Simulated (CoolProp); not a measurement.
A single-stage vapour-compression cycle with neopentane: evaporating at 317.15 K (dew point), condensing at 350.15 K (bubble point), superheat 8 K, subcooling 5 K, compressor efficiency 0.85, no pressure losses. Each further row changes one setting.

Model: reference Helmholtz-energy equation of state, Lemmon 2006, in CoolProp. It is a short technical equation, of lower accuracy than the large ones.

```
case                              cooling COP  pressure ratio  discharge temperature (K)  refrigerating effect (kJ/kg)  volumetric capacity (kJ/m³)
--------------------------------  -----------  --------------  -------------------------  ----------------------------  ---------------------------
as stated                                7.07            2.28                      350.1                           231                         2040
evaporating temperature 322.15 K         8.71            1.99                      350.3                           239                         2410
condensing temperature 345.15 K          8.63            2.04                      345.6                           244                         2160
subcooling 10 K                          7.47            2.28                      350.1                           244                         2160
superheat 18 K                           7.32            2.28                      358.7                           251                         2130
compressor efficiency 0.75               6.24            2.28                      351.1                           231                         2040
```

The compression ends wet for: as stated; subcooling 10 K.
